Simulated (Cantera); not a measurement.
## Equilibrium for carbothermic reduction: CuO + CH₄ + N₂

Feed: 1 mol CuO, 4.4 mol CH₄, 1.2 mol N₂, held at 0.100 bar.

These are equilibrium values from Cantera (NASA tables, ideal gas, pure condensed phases), not measurements of a reactor. Candidate condensed phases: C, C₆H₆, C₇H₈, C₈H₁₈, Cu, CuO, Cu(OH)₂, Cu₂O, H₂O; 139 gas species. Kinetics and transport are ignored.

From 750 °C to 950 °C the condensed part is C(graphite) + Cu(s). From 1150 °C to 1750 °C the condensed part is C(graphite) + Cu(l). From 1950 °C to 2350 °C the condensed part is C(graphite).

```csv
T (°C),x H₂,x N₂,x H,x CO,x Cu,x HCN,x C₂H₂ (acetylene),n C(graphite),n Cu(s),n Cu(l)
750,0.794,0.110,1.17e-8,0.0890,3.84e-10,2.20e-6,1.66e-9,3.37,1.00,0
950,0.799,0.109,8.50e-7,0.0908,2.29e-7,2.83e-5,1.25e-7,3.39,1.000,0
1150,0.800,0.109,1.88e-5,0.0909,2.09e-5,0.000176,2.75e-6,3.40,0,1.000
1350,0.799,0.109,0.000195,0.0909,0.000555,0.000694,2.78e-5,3.39,0,0.994
1550,0.792,0.107,0.00122,0.0902,0.00704,0.00200,0.000167,3.37,0,0.922
1750,0.750,0.101,0.00520,0.0858,0.0532,0.00443,0.000670,3.33,0,0.375
1950,0.712,0.0946,0.0171,0.0826,0.0822,0.00842,0.00207,3.24,0,0
2150,0.680,0.0897,0.0462,0.0814,0.0813,0.0143,0.00526,3.07,0,0
2350,0.619,0.0824,0.105,0.0789,0.0789,0.0214,0.0110,2.80,0,0
```
x: gas mole fraction; n: condensed amount in mol.
